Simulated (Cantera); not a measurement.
What does this Cantera script print?

```python
import numpy as np
import cantera as ct

gas_names = """
    AL ALH ALO ALOH ALO2 ALO2H AL2 AL2O AL2O2 H HALO HO2 H2 H2O H2O2 O OH O2 O3
""".split()
cond_names = """
    AL(cr) AL(L) AL2O3(a) AL2O3(L) H2O(s) H2O(L)
""".split()


def load(file, names, dense=False):
    # The tables refer to 1 bar. Condensed volumes are neglected.
    table = {s.name: s for s in ct.Species.list_from_file(file)}
    out = []
    for n in names:
        d = dict(table[n].input_data)
        d["thermo"] = dict(d["thermo"], **{"reference-pressure": 1e5})
        if dense:
            d["equation-of-state"] = {"model": "constant-volume", "density": "1e6 g/cm^3"}
        out.append(ct.Species.from_dict(d))
    return out


gas = ct.Solution(thermo="ideal-gas", species=load("nasa_gas.yaml", gas_names))
cond = {s.name: ct.Solution(thermo="fixed-stoichiometry", species=[s], name=s.name)
        for s in load("nasa_condensed.yaml", cond_names, dense=True)}
atoms = {
    'Al2O3': {'AL': 2, 'O': 3},
    'H2O': {'H': 2, 'O': 1},
}
top_T = {}  # K; cautious upper limits of use, not melting points


def equilibrate(T, P, feed):
    n = {}
    for name, mol in feed.items():
        for a, k in atoms[name].items():
            n[a] = n.get(a, 0.0) + k * mol
    gas.TPX = T, P, n
    mass = sum(n.values()) * gas.mean_molecular_weight
    gas.equilibrate("TP")
    valid = [c for c in cond.values() if c.min_temp <= T <= top_T.get(c.name, c.max_temp)]
    mix = ct.Mixture([(gas, mass / gas.mean_molecular_weight)] + [(c, 0.0) for c in valid])
    mix.T, mix.P = T, P
    mix.equilibrate("TP", solver="vcs", rtol=1e-11, max_steps=5000)
    return mix


results = []
feed = {'Al2O3': 1, 'H2O': 0.15}  # mol
P = 17  # Pa
for T in [1023, 1123, 1223, 1323, 1423, 1523, 1623, 1723, 1823, 1923, 2023, 2123, 2223, 2323]:
    mix = equilibrate(T, P, feed)
    results.append((T, P, feed, dict(zip(mix.species_names, mix.species_moles))))
    x = sorted(zip(gas.X, gas.species_names), reverse=True)
    print(f"T = {T:g} K  P = {P:g} Pa  gas = {mix.phase_moles(0):.4g} mol")
    print("   x: " + "  ".join(f"{s} {v:.3e}" for v, s in x if v > 0.0001))
    print("   condensed (mol): " + ("  ".join(f"{mix.phase(i).name} {mix.phase_moles(i):.4g}"
          for i in range(1, mix.n_phases) if mix.phase_moles(i) > 1e-12) or "none"))
```

Output:

```
T = 1023 K  P = 17 Pa  gas = 0.15 mol
   x: H2O 1.000e+00
   condensed (mol): AL2O3(a) 1
T = 1123 K  P = 17 Pa  gas = 0.15 mol
   x: H2O 9.999e-01
   condensed (mol): AL2O3(a) 1
T = 1223 K  P = 17 Pa  gas = 0.15 mol
   x: H2O 9.997e-01  H2 1.720e-04
   condensed (mol): AL2O3(a) 1
T = 1323 K  P = 17 Pa  gas = 0.15 mol
   x: H2O 9.991e-01  H2 5.941e-04  O2 2.796e-04
   condensed (mol): AL2O3(a) 1
T = 1423 K  P = 17 Pa  gas = 0.1501 mol
   x: H2O 9.972e-01  H2 1.727e-03  O2 8.011e-04  OH 2.653e-04
   condensed (mol): AL2O3(a) 1
T = 1523 K  P = 17 Pa  gas = 0.1504 mol
   x: H2O 9.927e-01  H2 4.364e-03  O2 1.997e-03  OH 8.210e-04  H 1.171e-04
   condensed (mol): AL2O3(a) 1
T = 1623 K  P = 17 Pa  gas = 0.1509 mol
   x: H2O 9.829e-01  H2 9.806e-03  O2 4.435e-03  OH 2.203e-03  H 5.249e-04
   condensed (mol): AL2O3(a) 1
T = 1723 K  P = 17 Pa  gas = 0.152 mol
   x: H2O 9.635e-01  H2 1.991e-02  O2 8.933e-03  OH 5.235e-03  H 1.973e-03  O 4.121e-04
   condensed (mol): AL2O3(a) 1
T = 1823 K  P = 17 Pa  gas = 0.1541 mol
   x: H2O 9.276e-01  H2 3.687e-02  O2 1.649e-02  OH 1.117e-02  H 6.380e-03  O 1.486e-03
   condensed (mol): AL2O3(a) 1
T = 1923 K  P = 17 Pa  gas = 0.1583 mol
   x: H2O 8.653e-01  H2 6.245e-02  O2 2.803e-02  OH 2.154e-02  H 1.805e-02  O 4.647e-03
   condensed (mol): AL2O3(a) 1
T = 2023 K  P = 17 Pa  gas = 0.1662 mol
   x: H2O 7.648e-01  H2 9.619e-02  H 4.517e-02  O2 4.365e-02  OH 3.741e-02  O 1.277e-02
   condensed (mol): AL2O3(a) 1
T = 2123 K  P = 17 Pa  gas = 0.181 mol
   x: H2O 6.173e-01  H2 1.324e-01  H 1.001e-01  O2 6.135e-02  OH 5.772e-02  O 3.095e-02
   condensed (mol): AL2O3(a) 1
T = 2223 K  P = 17 Pa  gas = 0.2076 mol
   x: H2O 4.291e-01  H 1.950e-01  H2 1.576e-01  OH 7.670e-02  O2 7.546e-02  O 6.584e-02  ALO2H 2.543e-04
   condensed (mol): AL2O3(a) 1
T = 2323 K  P = 17 Pa  gas = 0.252 mol
   x: H 3.273e-01  H2O 2.358e-01  H2 1.536e-01  O 1.210e-01  OH 8.357e-02  O2 7.745e-02  ALO2H 5.684e-04  ALO 4.559e-04
   condensed (mol): AL2O3(a) 0.9998
```

Cantera equilibrium calculation (NASA polynomials, part measured and part estimated; ideal gas, pure solids and liquids). The tables' values for AlOH are old estimates; treat these amounts as uncertain.
